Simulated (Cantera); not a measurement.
A Cantera script and its output.

```python
import numpy as np
import cantera as ct

gas = ct.Solution("gri30.yaml")
gas.TPX = 1100, 2666, {'H2': 0.0079, 'O2': 1}
reactor = ct.IdealGasConstPressureReactor(gas, energy="off", clone=False)
net = ct.ReactorNet([reactor])
net.rtol, net.atol = 1e-08, 1e-18
show = ['H2', 'O2', 'HO2', 'H2O2', 'O']
times = np.geomspace(9e-05, 30, 11)

steps = ct.SolutionArray(gas, extra=["t"])
rows = []
print(f"{'t/s':>10s}{'T/K':>9s}{'P/Pa':>11s}" + "".join(f"{s:>11s}" for s in show))
for t in times:
    while net.time < t:
        t_next = net.step()
        steps.append(gas.state, t=t_next)
    rows.append([np.interp(t, steps.t, y) for y in (steps.T, steps.P, *steps(*show).X.T)])
    print(f"{t:10.3e}{rows[-1][0]:9.1f}{rows[-1][1]:11.4g}" + "".join(f"{x:11.3e}" for x in rows[-1][2:]))
rate = np.gradient(steps.T, steps.t)
print("integrator steps:", len(steps.t))
if steps.T.max() > steps.T[0] + 200:
    print(f"time of steepest temperature rise: {steps.t[rate.argmax()]:.4e} s")
gas.TPX = 1100, 2666, {'H2': 0.0079, 'O2': 1}
gas.equilibrate("TP")
print(f"equilibrium (TP): T = {gas.T:.1f} K  " + "  ".join(f"{s} {gas[s].X[0]:.3e}" for s in show))
```

It prints:

```
       t/s      T/K       P/Pa         H2         O2        HO2       H2O2          O
 9.000e-05   1100.0       2666  7.838e-03  9.922e-01  1.640e-10  3.626e-15  1.087e-10
 3.210e-04   1100.0       2666  7.838e-03  9.922e-01  5.893e-10  4.633e-14  7.378e-10
 1.145e-03   1100.0       2666  7.838e-03  9.922e-01  2.202e-09  5.998e-13  9.849e-09
 4.084e-03   1100.0       2666  7.827e-03  9.922e-01  1.120e-07  3.514e-11  7.506e-06
 1.457e-02   1100.0       2666  4.175e-05  9.868e-01  2.202e-06  3.792e-08  4.987e-03
 5.196e-02   1100.0       2666  1.144e-05  9.898e-01  1.380e-06  2.922e-08  2.179e-03
 1.853e-01   1100.0       2666  2.221e-06  9.916e-01  5.876e-07  2.275e-08  4.354e-04
 6.611e-01   1100.0       2666  2.515e-07  9.921e-01  1.521e-07  1.071e-08  5.192e-05
 2.358e+00   1100.0       2666  2.744e-08  9.921e-01  2.835e-08  2.691e-09  5.954e-06
 8.411e+00   1100.0       2666  3.855e-09  9.921e-01  5.283e-09  5.359e-10  8.729e-07
 3.000e+01   1100.0       2666  7.192e-10  9.921e-01  1.480e-09  1.154e-10  1.677e-07
integrator steps: 1696
equilibrium (TP): T = 1100.0 K  H2 6.418e-11  O2 9.921e-01  HO2 1.448e-09  H2O2 1.156e-11  O 1.532e-08
```

Computed with Cantera and GRI-Mech 3.0 (53 species, 325 reactions). Radical loss at walls, strong at low pressure, is not modelled.
